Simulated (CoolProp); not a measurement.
200 sccm (0 °C, 1 atm) of nitrogen bubbles through liquid tetrahydrofuran at 316.9 K and leaves saturated at a total pressure of 0.15 MPa (ideal gas phase). Each further row changes one setting.

Model: reference Helmholtz-energy equation of state, Fiedler 2023, in CoolProp.

| case | vapour pressure (kPa) | mole fraction of vapour | delivery (mg/min) | delivery (sccm) | change of delivery for a bath 1 K warmer (%) |
|---|---|---|---|---|---|
| as stated | 46.5 | [?] | 289 | [?] | 5.7 |
| bath temperature 321.9 K | 56.1 | [?] | [?] | 119 | [?] |
| total pressure 0.3 MPa | 46.5 | 0.155 | 118 | [?] | 4.6 |

Q: What belongs in the gaps?

A: 
- as stated, mole fraction of vapour: 0.310
- as stated, delivery (sccm): 89.9
- bath temperature 321.9 K, mole fraction of vapour: 0.374
- bath temperature 321.9 K, delivery (mg/min): 384
- bath temperature 321.9 K, change of delivery for a bath 1 K warmer (%): 6.1
- total pressure 0.3 MPa, delivery (sccm): 36.7
